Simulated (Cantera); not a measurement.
A Cantera script and what it prints.

```python
import numpy as np
import cantera as ct

gas_names = [...]  # 123 gases of nasa_gas.yaml made of C, H, O, Si
cond_names = """
    C(gr) C6H6(L) C7H8(L) C8H18(L),n-octa H2O(s) H2O(L) Si(cr) Si(L) SiC(b) SiO2(Lqz) SiO2(hqz) SiO2(L)
""".split()


# ... load() reads the species with a 1 bar reference pressure and builds the phases ...
atoms = {
    'HMDSO': {'Si': 2, 'C': 6, 'H': 18, 'O': 1},
    'O2': {'O': 2},
}
top_T = {'C(gr)': 4500, 'SiC(b)': 3050}  # K; cautious upper limits of use, not melting points


# ... equilibrate(T, P, feed) seeds the gas with the atoms and calls Mixture.equilibrate('TP', solver="vcs", rtol=1e-11, max_steps=5000) ...
results = []
feed = {'HMDSO': 1, 'O2': 0.26}  # mol
T = 1698  # K
P = 720  # Pa
mix = equilibrate(T, P, feed)
results.append((T, P, feed, dict(zip(mix.species_names, mix.species_moles))))
print(gas.report(threshold=0.0001))
for i in range(1, mix.n_phases):
    print(f"{mix.phase(i).name:16s} {mix.phase_moles(i):12.5e} mol")
```

It prints:

```
       temperature   1698 K
          pressure   720 Pa
           density   0.00029469 kg/m^3
  mean mol. weight   5.7783 kg/kmol
   phase of matter   gas

                          1 kg             1 kmol
                     ---------------   ---------------
          enthalpy        4.7834e+06         2.764e+07  J
   internal energy        2.3401e+06        1.3522e+07  J
           entropy             41118        2.3759e+05  J/K
    Gibbs function       -6.5035e+07       -3.7579e+08  J
 heat capacity c_p            5793.6             33477  J/K
 heat capacity c_v            4354.7             25163  J/K

                      mass frac. Y      mole frac. X     chem. pot. / RT
                     ---------------   ---------------   ---------------
                CO           0.69701           0.14379            -41.86
                 H        0.00027472         0.0015748           -12.031
                H2           0.29795           0.85398           -24.063
               SiO         0.0044618        0.00058483            -48.57
     [ +119 minor]        0.00030401        6.9721e-05

C(gr)             2.49098e+00 mol
Si(L)             0.00000e+00 mol
SiC(b)            1.99382e+00 mol
SiO2(L)           0.00000e+00 mol
```

Cantera equilibrium calculation (NASA polynomials, part measured and part estimated; ideal gas, pure solids and liquids). The feed counts by its element totals alone.
